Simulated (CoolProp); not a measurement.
R365MFC at several states: Z from the reference equation and from simpler models built on Tc = 460.0 K, pc = 32.66 bar, ω = 0.377; each cubic takes its own stable root.

Model: reference Helmholtz-energy equation of state, Lemmon 2016, in CoolProp.

| T (K) | p (bar) | phase | reference |
|---|---|---|---|
| 352.7 | 17.3 | liquid | 0.07682 |
| 460.4 | 0.226 | gas | 0.9975 |
| 368.3 | 17.3 | liquid | 0.07630 |
| 419.5 | 43 | liquid | 0.1904 |
| 422.2 | 0.726 | gas | 0.9893 |
| 412.2 | 22.3 | liquid | 0.1005 |

How far does each simpler model (van der Waals, Redlich-Kwong, Soave-Redlich-Kwong, Peng-Robinson) lie from the reference over these 6 states: mean and median of the absolute difference, and the worst?


- van der Waals: mean 42.7 %, median 60.8 %, worst +68.1 % at 412.2 K and 22.3 bar
- Redlich-Kwong: mean 12.5 %, median 16.7 %, worst +22.8 % at 412.2 K and 22.3 bar
- Soave-Redlich-Kwong: mean 7.5 %, median 9.3 %, worst +14.0 % at 412.2 K and 22.3 bar
- Peng-Robinson: mean 1.3 %, median 0.4 %, worst -3.8 % at 352.7 K and 17.3 bar
